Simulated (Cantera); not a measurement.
## CaCO₃ + CO₂ + H₂O (calcination and drying)

Feed: 1 mol CaCO₃, 1.5 mol CO₂, 0.15 mol H₂O, held at 1800 °C.

These are equilibrium values from Cantera (NASA tables, ideal gas, pure condensed phases), not measurements of a reactor. Candidate condensed phases: C, C₆H₆, C₇H₈, C₈H₁₈, Ca, CaCO₃, CaO, Ca(OH)₂, H₂O; 115 gas species. The numbers say what is thermodynamically allowed, not how fast it happens.

| P (Pa) | log p CO₂ | log p CO | log p O₂ | log p H₂O | log p O | log p H | log p OH | n CaO(s) |
|---|---|---|---|---|---|---|---|---|
| 10 | -4.34 | -4.52 | -4.88 | -5.56 | -5.38 | -5.80 | -5.87 | 0.998 |
| 42 | -3.60 | -4.03 | -4.37 | -4.80 | -5.12 | -5.54 | -5.36 | 1.000 |
| 180 | -2.89 | -3.57 | -3.89 | -4.09 | -4.88 | -5.31 | -4.89 | 1.000 |
| 750 | -2.23 | -3.13 | -3.44 | -3.43 | -4.66 | -5.09 | -4.45 | 1.000 |
| 3200 | -1.57 | -2.69 | -3.00 | -2.78 | -4.44 | -4.87 | -4.01 | 1.000 |
| 13000 | -0.94 | -2.27 | -2.58 | -2.16 | -4.23 | -4.67 | -3.59 | 1.000 |
| 56000 | -0.30 | -1.84 | -2.15 | -1.51 | -4.01 | -4.45 | -3.16 | 1.000 |
| 240000 | 0.34 | -1.42 | -1.72 | -0.88 | -3.80 | -4.24 | -2.74 | 1.000 |
| 1000000 | 0.97 | -1.00 | -1.31 | -0.25 | -3.59 | -4.03 | -2.32 | 1.000 |
log p: log10 of the partial pressure in bar; n: condensed amount in mol.

From 10.0 Pa to 10.0 bar the condensed part is CaO(s). The main Ca-bearing gas is Ca at 10.0 Pa and Ca(OH)₂ at 10.0 bar.
